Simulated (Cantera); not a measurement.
Al(CH3)3 + N2O + H2 (aluminium nitride and oxide growth)

Input: 1 mol Al(CH3)3, 42 mol N2O, 59 mol H2, at 0.00260 bar.

Cantera equilibrium calculation (NASA polynomials, part measured and part estimated; ideal gas, pure solids and liquids). Candidate condensed phases: Al, AlN, Al2O3, C, C6H6, C7H8, C8H18, H2O; 148 gas species. The feed counts by its element totals alone. Rates play no part.

From 1598 K to 2048 K the condensed part is Al2O3(s).

```
T (K)   x N2  x H2O   x H2       x H    x CO  n Al2O3(s)
-----  -----  -----  -----  --------  ------  ----------
1598   0.387  0.337  0.248  0.000520  0.0190       0.500
1648   0.387  0.337  0.247  0.000869  0.0194       0.500
1698   0.387  0.337  0.247   0.00141  0.0197       0.500
1748   0.387  0.337  0.246   0.00222  0.0200       0.500
1798   0.386  0.337  0.245   0.00342  0.0203       0.500
1848   0.386  0.337  0.244   0.00513  0.0205       0.500
1898   0.385  0.336  0.242   0.00754  0.0207       0.500
1948   0.385  0.335  0.240    0.0109  0.0208       0.500
1998   0.384  0.334  0.238    0.0153  0.0210       0.500
2048   0.382  0.331  0.234    0.0213  0.0211       0.500
```
x: gas mole fraction; n: condensed amount in mol.
